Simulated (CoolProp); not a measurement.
Aqueous magnesium chloride as a coolant, 20 % by mass, freezing at -28.7 °C, 1 atm.

Values from CoolProp's Melinder's fits for secondary coolants.

```
T (°C)  density (kg/m³)  Prandtl number  cp (kJ/(kg K))  conductivity (W/(m K))
------  ---------------  --------------  --------------  ----------------------
-20.9              1187             [?]           2.997                   0.480
-16.4              1187            55.9           3.009                   0.487
-11.8              1186            46.4           3.022                   0.494
-7.3               1185            38.8           3.034                   0.502
-2.8               1183            32.7           3.047                   0.509
1.7                1182            27.6           3.059                   0.517
6.2                 [?]            23.5           3.072                   0.524
10.8               1179            20.0           3.084                   0.532
15.3                [?]            17.2           3.097                   0.540
19.8               1175            14.8           3.109                   0.548
24.3               1173            12.8           3.122                   0.555
28.8               1171            11.2           3.134                   0.563
33.4               1169            9.74           3.147                   0.570
37.9               1167            8.55           3.159                   0.577
```

Problem. Some entries are withheld; supply them.

Solution. 
- -20.9, Prandtl number: 67.5
- 6.2, density (kg/m³): 1180
- 15.3, density (kg/m³): 1177
